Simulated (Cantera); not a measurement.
A perfectly stirred reactor is fed with CO : O2 : H2O : N2 = 0.0046 : 0.033 : 0.008 : 1 (molar parts), equivalence ratio 0.070, at 880000 Pa; it is held at 875 K, and followed from long to short residence time.

Model: GRI-Mech 3.0 (53 species, 325 reactions), integrated in Cantera.

**Question.** What does this change do: temperature 875 to 1250 K?

**Answer.** 
```json
[
 {"quantity": "x(CO) at τ = 9.50 s", "before": "0.00405", "after": "1.69e-5"},
 {"quantity": "x(O2) at τ = 9.50 s", "before": "0.0314", "after": "0.0294"},
 {"quantity": "x(H2O) at τ = 9.50 s", "before": "0.00765", "after": "0.00767"},
 {"quantity": "x(N2O) at τ = 9.50 s", "before": "3.82e-9", "after": "1.86e-7"},
 {"quantity": "x(OH) at τ = 9.50 s", "before": "2.28e-10", "after": "1.09e-6"},
 {"quantity": "x(CO) at τ = 56.0 ms", "before": "0.00440", "after": "0.000975"},
 {"quantity": "x(O2) at τ = 56.0 ms", "before": "0.0316", "after": "0.0299"},
 {"quantity": "x(H2O) at τ = 56.0 ms", "before": "0.00765", "after": "0.00766"},
 {"quantity": "x(N2O) at τ = 56.0 ms", "before": "2.67e-12", "after": "1.33e-6"},
 {"quantity": "x(OH) at τ = 56.0 ms", "before": "1.87e-12", "after": "2.38e-6"}
]
```
